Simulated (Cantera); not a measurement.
Input: 1 mol SiH2Cl2, 30 mol NO, 47 mol N2, equilibrated at 750 Torr.

Method: chemical equilibrium by Gibbs-energy minimisation in Cantera with the NASA 1993 tables (ideal gas, pure condensed phases). Candidate condensed phases: H2O, NH4Cl, Si, SiO2, Si2N2O, Si3N4; 47 gas species. Kinetics and transport are ignored. All values below are at 850 °C.

Base state: N2 0.797, O2 0.178, HCl 0.0170, H2O 0.00437, Cl2 0.00430, Cl 0.000131, NO 9.65e-5 (mole fractions); condensed: SiO2(β-quartz).

**Question.** What changes in the equilibrium state with this change: pressure from 750 Torr to 75.0 Torr?

**Answer.** 
```tsv
species	before	after
N2	0.797	0.796
O2	0.178	0.178
HCl	0.0170	0.0198
Cl2	0.00430	0.00277
H2O	0.00437	0.00294
Cl	0.000131	0.000333
NO	9.65e-5	9.66e-5
SiO2(β-quartz), mol	1.00	1.00
```
